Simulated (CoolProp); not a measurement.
Vapour-liquid equilibrium of R143a (1) + propane (2) at 11.45 °C; x and y are mole fractions of (1).

The numbers come from the multi-fluid Helmholtz-energy mixture model, Lemmon and Jacobsen 2000 and Lemmon 2009; pair parameters Bell 2016 in CoolProp.

Question: Give the bubble pressure and the first vapour's composition at x = 0.275, 0.725, 0.875. Is there an azeotrope?

Answer: x = 0.275: 9.555 bar, y = 0.415; x = 0.725: 10.17 bar, y = 0.683; x = 0.875: 9.648 bar, y = 0.819. y crosses x between x = 0.575 and 0.65: the model has an azeotrope there.

Pair parameters are fitted to limited data, so mixtures are less certain than the pure fluids.
